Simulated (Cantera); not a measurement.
An adiabatic, constant-pressure homogeneous reactor starts with CO : H2 : CH4 : O2 : N2 = 1 : 0.045 : 0.35 : 2.49 : 9.38 (molar parts), at 1223 K and 87000 Pa.

Model: GRI-Mech 3.0 (53 species, 325 reactions), integrated in Cantera.

Predict: time of steepest temperature rise; temperature at 5.00 s; equilibrium temperature; x(CO) at 5.00 s; x(H2) at 5.00 s; x(CO2) at 5.00 s; x(H2O2) at 5.00 s.


```
Item                                                                  Result
---------------------------------  -----------------------------------------
time of steepest temperature rise                                    3.80 ms
temperature at 5.00 s                                                 2294 K
equilibrium temperature                                               2294 K
x(CO) at 5.00 s                      0.00400 (gas-phase equilibrium 0.00400)
x(H2) at 5.00 s                    0.000391 (gas-phase equilibrium 0.000391)
x(CO2) at 5.00 s                         0.101 (gas-phase equilibrium 0.101)
x(H2O2) at 5.00 s                    6.93e-8 (gas-phase equilibrium 6.93e-8)
```
